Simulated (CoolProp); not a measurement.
Vapour pressure (kPa) of R365MFC: the reference equation beside estimates from Tc = 460.0 K, pc = 3266 kPa, ω = 0.377. Clausius-Clapeyron is anchored at 250.5 K with a constant enthalpy of vaporisation of 31.97 kJ/mol.

Computed with CoolProp (reference Helmholtz-energy equation of state, Lemmon 2016).

| T (K) | reference | Clausius-Clapeyron | van der Waals | Redlich-Kwong | Soave-Redlich-Kwong |
|---|---|---|---|---|---|
| 250.5 | 5.249 | 5.249 | 158.3 | 22.36 | 4.993 |
| 270.9 | ___ | 16.67 | 254.6 | 54.83 | 15.92 |
| 291.3 | 42.69 | 45.05 | 384.8 | 115.3 | 41.89 |
| 311.7 | 95.48 | 106.9 | 553.5 | ___ | 94.88 |
| 332.1 | 190.2 | 228.0 | 765.1 | ___ | 191.0 |
| 352.6 | 346.6 | ___ | 1024 | 587.9 | 351.1 |
| 373 | 584.9 | 811.3 | 1332 | 883.5 | 597.0 |
| 393.4 | ___ | ___ | 1693 | 1268 | 955.0 |

Question: Some entries are withheld; supply them.

Answer: 
- 270.9, reference: 16.47
- 311.7, Redlich-Kwong: 215.7
- 332.1, Redlich-Kwong: 368.7
- 352.6, Clausius-Clapeyron: 446.9
- 393.4, reference: 931.1
- 393.4, Clausius-Clapeyron: 1385

Absolute difference from the reference over all 8 rows, mean and median: Clausius-Clapeyron 19.4 and 15.9 %, van der Waals 793.7 and 391.0 %, Redlich-Kwong 138.2 and 109.9 %, Soave-Redlich-Kwong 2.1 and 2.0 %.
